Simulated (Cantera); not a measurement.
Cantera with NASA thermochemical tables; ideal gases at 1 bar, condensed phases pure. Values are per mole of reaction as written; species without (g) are pure solids or liquids, kept so even where they would boil at 1 bar.

Between 350 and 2150 K, where is each reaction favourable under standard conditions?
- SrCl2 + 2 H(g) ⇌ Sr + 2 HCl(g)


- SrCl2 + 2 H(g) ⇌ Sr + 2 HCl(g): ΔG° is 179 kJ at 350 K and 132 kJ at 2150 K; it stays positive (K < 1). ΔH° is 117 kJ and ΔS° -7 J/K at 2150 K.
